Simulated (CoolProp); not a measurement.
Properties of R1123 along the isobar 14.9 bar.

Model: reference Helmholtz-energy equation of state, Akasaka 2020, in CoolProp.

| T (°C) | phase | cv (kJ/(kg K)) | Joule-Thomson coefficient (K/MPa) | isothermal compressibility (1/MPa) | fugacity coefficient |
|---|---|---|---|---|---|
| 28.95 | gas | 0.8074 | 14.93 | 0.8488 | 0.8459 |
| 46.75 | gas | 0.8189 | 12.13 | 0.7978 | 0.8730 |
| 64.55 | gas | 0.8354 | 10.14 | 0.7669 | 0.8943 |
| 82.35 | gas | 0.8545 | 8.647 | 0.7462 | 0.9113 |
| 100.15 | gas | 0.8749 | 7.494 | 0.7313 | 0.9253 |
| 117.95 | gas | 0.8957 | 6.575 | 0.7201 | 0.9367 |
| 135.65 | gas | 0.9165 | 5.830 | 0.7114 | 0.9463 |
| 153.45 | gas | 0.9372 | 5.208 | 0.7045 | 0.9544 |
| 171.25 | gas | (withheld) | 4.682 | 0.6989 | 0.9613 |
| 189.05 | gas | 0.9772 | 4.234 | (withheld) | 0.9672 |
| 206.85 | gas | (withheld) | 3.845 | 0.6904 | 0.9723 |

Task: What belongs in the gaps?

Result: 
- 171.25, cv (kJ/(kg K)): 0.9574
- 189.05, isothermal compressibility (1/MPa): 0.6943
- 206.85, cv (kJ/(kg K)): 0.9964
